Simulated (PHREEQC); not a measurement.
1 kg of water holding 0.026 mol/kgw NaBr and 0.47 mol/kgw MgBr2 is evaporated at 25 °C; the solids stay in contact with the brine. The system is closed to CO2. Solids allowed: Brucite. Others were left out.

Computed with PHREEQC (Pitzer model, pitzer.dat).

```tsv
water left (kg)	ionic strength	water activity	Na in solution (mol/kgw)
1	1.44	0.974	0.0260
0.8219	1.75	?	0.0316
0.6755	2.13	?	0.0385
0.5552	2.59	?	0.0468
0.4563	3.15	0.931	0.0570
0.375	3.83	?	0.0693
0.3082	4.66	?	0.0843
0.2533	5.67	0.841	0.103
```

What belongs in the gaps?


- 0.8219, water activity: 0.967
- 0.6755, water activity: 0.959
- 0.5552, water activity: 0.947
- 0.375, water activity: 0.910
- 0.3082, water activity: 0.881

Complexes and solids missing from the database can't appear.
